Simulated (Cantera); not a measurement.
An isothermal, constant-pressure homogeneous reactor starts with NO : N2 = 1 : 1.1 (molar parts), at 2125 K and 0.0267 bar. Integrator tolerance rtol = 1e-08.

Computed with Cantera and GRI-Mech 3.0 (53 species, 325 reactions). Radical loss at walls, strong at low pressure, is not modelled.

### Question
What does this change do: temperature 2125 to 1950 K?

### Answer
```tsv
quantity	before	after
x(NO) at 2.00 s	0.211 (gas-phase equilibrium 0.0109)	0.437 (gas-phase equilibrium 0.00691)
x(O2) at 2.00 s	0.130 (gas-phase equilibrium 0.230)	0.0193 (gas-phase equilibrium 0.234)
x(O) at 2.00 s	0.00376 (gas-phase equilibrium 0.00488)	0.000498 (gas-phase equilibrium 0.00134)
x(N2) at 2.00 s	0.655 (gas-phase equilibrium 0.755)	0.543 (gas-phase equilibrium 0.758)
x(N2O) at 2.00 s	1.20e-5 (gas-phase equilibrium 9.69e-8)	6.80e-5 (gas-phase equilibrium 6.25e-8)
x(NO2) at 2.00 s	3.80e-5 (gas-phase equilibrium 2.63e-6)	4.08e-5 (gas-phase equilibrium 2.23e-6)
```

### Question
What does this change do: temperature 2125 to 1925 K?

### Answer
```csv
quantity,before,after
x(NO) at 2.00 s,0.211 (gas-phase equilibrium 0.0109),0.447 (gas-phase equilibrium 0.00643)
x(O2) at 2.00 s,0.130 (gas-phase equilibrium 0.230),0.0145 (gas-phase equilibrium 0.234)
x(O) at 2.00 s,0.00376 (gas-phase equilibrium 0.00488),0.000371 (gas-phase equilibrium 0.00110)
x(N2) at 2.00 s,0.655 (gas-phase equilibrium 0.755),0.538 (gas-phase equilibrium 0.758)
x(N2O) at 2.00 s,1.20e-5 (gas-phase equilibrium 9.69e-8),7.22e-5 (gas-phase equilibrium 5.83e-8)
x(NO2) at 2.00 s,3.80e-5 (gas-phase equilibrium 2.63e-6),3.86e-5 (gas-phase equilibrium 2.18e-6)
```
